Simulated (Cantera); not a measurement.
A Cantera script and its output.

```python
import numpy as np
import cantera as ct

gas = ct.Solution("gri30.yaml")
gas.TPX = 698, 100000, {'CH4': 1, 'O2': 2.56, 'N2': 9.64, 'H2': 0.21}
inlet = ct.Reservoir(gas, clone=True)
gas.equilibrate("HP")  # start burning
reactor = ct.IdealGasConstPressureReactor(gas, energy="on", clone=False)
exhaust = ct.Reservoir(gas, clone=True)
tau = [0.054, 0.031, 0.018, 0.01, 0.0058, 0.0033, 0.0019, 0.0011, 0.00061, 0.00035, 0.0002, 0.00011, 6.5e-05][0]
for a, b in ((inlet, reactor), (reactor, exhaust)):
    ct.MassFlowController(a, b, mdot=lambda t: reactor.mass / tau)
net = ct.ReactorNet([reactor])
show = ['CH4', 'O2', 'CH2O', 'OH', 'CO', 'NO']

rows = []
print(f"{'tau/s':>10s}{'T/K':>9s}" + "".join(f"{s:>11s}" for s in show))
for tau in [0.054, 0.031, 0.018, 0.01, 0.0058, 0.0033, 0.0019, 0.0011, 0.00061, 0.00035, 0.0002, 0.00011, 6.5e-05]:
    net.initial_time = 0.0
    net.advance(30 * tau)
    before = gas.X
    net.advance(40 * tau)
    drift = np.max(np.abs(gas.X - before) / (gas.X + 1e-9))
    rows.append([gas.T, *gas[show].X, drift])
    print(f"{tau:10.3e}{gas.T:9.1f}" + "".join(f"{x:11.3e}" for x in gas[show].X))
```

Result:

```
     tau/s      T/K        CH4         O2       CH2O         OH         CO         NO
 5.400e-02   2283.5  2.993e-06  3.442e-02  5.378e-07  6.039e-03  4.798e-03  2.143e-03
 3.100e-02   2279.0  4.921e-06  3.491e-02  8.879e-07  6.283e-03  5.196e-03  1.525e-03
 1.800e-02   2271.0  7.835e-06  3.543e-02  1.416e-06  6.626e-03  5.809e-03  1.064e-03
 1.000e-02   2256.7  1.258e-05  3.610e-02  2.267e-06  7.145e-03  6.816e-03  7.143e-04
 5.800e-03   2237.0  1.902e-05  3.688e-02  3.397e-06  7.767e-03  8.135e-03  4.922e-04
 3.300e-03   2209.2  2.872e-05  3.789e-02  5.034e-06  8.515e-03  9.897e-03  3.326e-04
 1.900e-03   2174.8  4.291e-05  3.909e-02  7.304e-06  9.271e-03  1.195e-02  2.249e-04
 1.100e-03   2134.6  6.449e-05  4.047e-02  1.055e-05  9.958e-03  1.422e-02  1.526e-04
 6.100e-04   2085.2  1.023e-04  4.219e-02  1.589e-05  1.054e-02  1.685e-02  1.017e-04
 3.500e-04   2034.3  1.629e-04  4.407e-02  2.387e-05  1.085e-02  1.953e-02  7.054e-05
 2.000e-04   1979.8  2.708e-04  4.638e-02  3.717e-05  1.088e-02  2.256e-02  4.916e-05
 1.100e-04   1918.8  4.954e-04  4.972e-02  6.288e-05  1.049e-02  2.661e-02  3.283e-05
 6.500e-05   1861.0  9.177e-04  5.420e-02  1.073e-04  9.636e-03  3.154e-02  2.185e-05
```

Cantera simulation using GRI-Mech 3.0 (53 species, 325 reactions); the numbers are that mechanism's predictions, not measurements.
